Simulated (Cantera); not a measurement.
## Titanium nitride, carbide and oxide coatings: Ti(NMe₂)₄ + CH₄ + H₂

A closed system holds: 1 mol Ti(NMe₂)₄, 0.73 mol CH₄, 1.5 mol H₂, at 0.000300 bar.

These are equilibrium values from Cantera (NASA tables, ideal gas, pure condensed phases), not measurements of a reactor. Candidate condensed phases: C, C₆H₆, C₇H₈, C₈H₁₈, Ti, TiC, TiN; 93 gas species. The feed counts by its element totals alone. TiC: taken at fixed stoichiometry. The numbers say what is thermodynamically allowed, not how fast it happens.

From 1325 K to 2075 K the condensed part is C(graphite) + TiC(s).

| T (K) | x H₂ | x H | x N₂ | x HCN | x C₂H₂ (acetylene) | x HNC | x CN | x Ti | n C(graphite) | n TiC(s) |
|---|---|---|---|---|---|---|---|---|---|---|
| 1325 | 0.882 | 8.87e-5 | 0.118 | 8.41e-5 | 7.51e-7 | 7.46e-7 | 1.76e-11 | <1e-12 | 7.73 | 1.00 |
| 1400 | 0.882 | 0.000264 | 0.118 | 0.000160 | 2.22e-6 | 1.91e-6 | 1.48e-10 | <1e-12 | 7.73 | 1.00 |
| 1475 | 0.881 | 0.000703 | 0.118 | 0.000285 | 5.88e-6 | 4.42e-6 | 9.96e-10 | 2.49e-12 | 7.72 | 1.00 |
| 1550 | 0.880 | 0.00171 | 0.118 | 0.000478 | 1.41e-5 | 9.45e-6 | 5.58e-9 | 3.22e-11 | 7.72 | 1.00 |
| 1625 | 0.878 | 0.00382 | 0.117 | 0.000765 | 3.12e-5 | 1.88e-5 | 2.66e-8 | 3.27e-10 | 7.72 | 1.00 |
| 1700 | 0.874 | 0.00795 | 0.117 | 0.00117 | 6.41e-5 | 3.50e-5 | 1.10e-7 | 2.70e-9 | 7.71 | 1.00 |
| 1775 | 0.866 | 0.0156 | 0.116 | 0.00172 | 0.000123 | 6.17e-5 | 4.04e-7 | 1.86e-8 | 7.70 | 1.00 |
| 1850 | 0.854 | 0.0287 | 0.115 | 0.00244 | 0.000223 | 0.000103 | 1.33e-6 | 1.10e-7 | 7.68 | 1.000 |
| 1925 | 0.833 | 0.0504 | 0.113 | 0.00333 | 0.000381 | 0.000164 | 3.96e-6 | 5.62e-7 | 7.66 | 1.000 |
| 2000 | 0.800 | 0.0840 | 0.111 | 0.00439 | 0.000615 | 0.000249 | 1.08e-5 | 2.54e-6 | 7.63 | 1.000 |
| 2075 | 0.753 | 0.133 | 0.107 | 0.00556 | 0.000934 | 0.000360 | 2.74e-5 | 1.03e-5 | 7.59 | 1.000 |
x: gas mole fraction; n: condensed amount in mol.
